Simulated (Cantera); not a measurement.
## Equilibrium for hydrogen reduction and annealing atmospheres: NiS + H2

Charge: 1 mol NiS, a varied amount of H2, equilibrated at 1300 °C and 390 Torr.

Cantera equilibrium calculation (NASA polynomials, part measured and part estimated; ideal gas, pure solids and liquids). Candidate condensed phases: Ni, NiS, NiS2, Ni3S2, Ni3S4, S; 9 gas species. Metal and sulfide melt together well below either melting point, which pure phases cannot show. Mutual solubility and eutectic melting of coexisting phases are not modelled. Rates play no part.

```
n(H2) (mol)   x H2     x H2S      x S2      x SH      x H      x S    x NiS  n Ni3S2(l)  n Ni(s)
-----------  -----  --------  --------  --------  -------  -------  -------  ----------  -------
0.48         0.522     0.346     0.126   0.00548  4.08e-5  4.51e-5  1.12e-6       0.333        0
1.2          0.754     0.219    0.0242   0.00289  4.90e-5  1.97e-5  8.50e-7       0.333        0
3            0.893     0.102   0.00373   0.00123  5.34e-5  7.75e-6  6.22e-7       0.333        0
7.4          0.956    0.0433  0.000589  0.000507  5.52e-5  3.08e-6  4.58e-7       0.333        0
18           0.982    0.0181   9.75e-5  0.000209  5.60e-5  1.25e-6  3.39e-7       0.333        0
46           0.987    0.0132   5.13e-5  0.000152  5.61e-5  9.09e-7  3.05e-7       0.190    0.429
110          0.991   0.00894   2.33e-5  0.000103  5.62e-5  6.12e-7  2.05e-7           0    1.000
280          0.996   0.00352   3.58e-6   4.04e-5  5.64e-5  2.40e-7  8.05e-8           0    1.000
700          0.999   0.00141   5.72e-7   1.61e-5  5.64e-5  9.59e-8  3.22e-8           0    1.000
1800         0.999  0.000549   8.64e-8   6.28e-6  5.65e-5  3.73e-8  1.25e-8           0    0.999
```
x: gas mole fraction; n: condensed amount in mol.

From 0.48 mol H2 to 18 mol H2 the condensed part is Ni3S2(l). At 46 mol H2 the condensed part is Ni(s) + Ni3S2(l). From 110 mol H2 to 1800 mol H2 the condensed part is Ni(s). The main Ni-bearing gas is NiS at 0.48 mol H2 and Ni at 1800 mol H2.
